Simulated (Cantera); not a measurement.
Input (Python, Cantera):

```python
import numpy as np
import cantera as ct

gas = ct.Solution("h2o2.yaml")
gas.TPX = 925, 16000, {'H2': 1.3, 'O2': 1, 'N2': 0.55}
reactor = ct.IdealGasConstPressureReactor(gas, energy="off", clone=False)
net = ct.ReactorNet([reactor])
net.rtol, net.atol = 1e-08, 1e-18
show = ['H2', 'O2', 'H2O', 'OH', 'H2O2', 'HO2']
times = np.geomspace(0.0001, 6, 13)

steps = ct.SolutionArray(gas, extra=["t"])
rows = []
print(f"{'t/s':>10s}{'T/K':>9s}{'P/Pa':>11s}" + "".join(f"{s:>11s}" for s in show))
for t in times:
    while net.time < t:
        t_next = net.step()
        steps.append(gas.state, t=t_next)
    rows.append([np.interp(t, steps.t, y) for y in (steps.T, steps.P, *steps(*show).X.T)])
    print(f"{t:10.3e}{rows[-1][0]:9.1f}{rows[-1][1]:11.4g}" + "".join(f"{x:11.3e}" for x in rows[-1][2:]))
rate = np.gradient(steps.T, steps.t)
print("integrator steps:", len(steps.t))
if steps.T.max() > steps.T[0] + 200:
    print(f"time of steepest temperature rise: {steps.t[rate.argmax()]:.4e} s")
gas.TPX = 925, 16000, {'H2': 1.3, 'O2': 1, 'N2': 0.55}
gas.equilibrate("TP")
print(f"equilibrium (TP): T = {gas.T:.1f} K  " + "  ".join(f"{s} {gas[s].X[0]:.3e}" for s in show))
```

Result:

```
       t/s      T/K       P/Pa         H2         O2        H2O         OH       H2O2        HO2
 1.000e-04    925.0    1.6e+04  4.561e-01  3.509e-01  6.315e-10  2.023e-11  3.133e-13  3.841e-10
 2.501e-04    925.0    1.6e+04  4.561e-01  3.509e-01  2.548e-08  5.925e-10  7.700e-12  7.589e-09
 6.257e-04    925.0    1.6e+04  4.560e-01  3.508e-01  9.862e-05  2.418e-06  4.168e-08  1.986e-05
 1.565e-03    925.0    1.6e+04  7.021e-02  1.884e-01  4.988e-01  2.971e-04  7.412e-06  1.316e-04
 3.915e-03    925.0    1.6e+04  5.466e-02  1.820e-01  5.200e-01  3.070e-06  4.906e-05  1.082e-04
 9.793e-03    925.0    1.6e+04  5.440e-02  1.819e-01  5.203e-01  1.124e-07  9.670e-05  4.583e-05
 2.449e-02    925.0    1.6e+04  5.418e-02  1.818e-01  5.206e-01  1.405e-07  1.274e-04  4.339e-05
 6.127e-02    925.0    1.6e+04  5.333e-02  1.814e-01  5.217e-01  2.483e-07  2.099e-04  5.319e-05
 1.533e-01    925.0    1.6e+04  4.942e-02  1.797e-01  5.266e-01  4.904e-07  3.852e-04  6.531e-05
 3.834e-01    925.0    1.6e+04  3.734e-02  1.746e-01  5.422e-01  5.996e-07  4.227e-04  6.320e-05
 9.589e-01    925.0    1.6e+04  1.810e-02  1.666e-01  5.673e-01  5.857e-07  2.734e-04  4.736e-05
 2.399e+00    925.0    1.6e+04  3.508e-03  1.605e-01  5.863e-01  4.790e-07  6.379e-05  2.080e-05
 6.000e+00    925.0    1.6e+04  3.901e-04  1.593e-01  5.904e-01  1.710e-07  2.943e-06  4.217e-06
integrator steps: 1966
equilibrium (TP): T = 925.0 K  H2 2.913e-11  O2 1.591e-01  H2O 5.909e-01  OH 8.483e-08  H2O2 9.415e-11  HO2 3.179e-10
```

Computed with Cantera and the H2/O2 subset of GRI-Mech 3.0, which has no nitrogen chemistry. Below about 950 K walls govern HO2 and H2O2 in real vessels. The temperature is held fixed by assumption; the heat of reaction is taken as removed at once.
